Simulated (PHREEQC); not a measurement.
Consider water at 55 °C with 0.05 mol CdSO4, 2e-05 mol KCl and 9e-05 mol NiCl2 per kg of water. Closed to the air; pH follows from the charge balance.

All values are PHREEQC results (ion-association model, wateq4f.dat), not measurements.

Precipitation was switched off in this run.

Predict the pH.

pH 5.77.

In which forms is K present?

K+ 93 %, KSO4- 7.4 % of the K.

Complexes and solids missing from the database can't appear. At this temperature some constants are extrapolated from 25 °C, and those without enthalpy data are left unchanged.
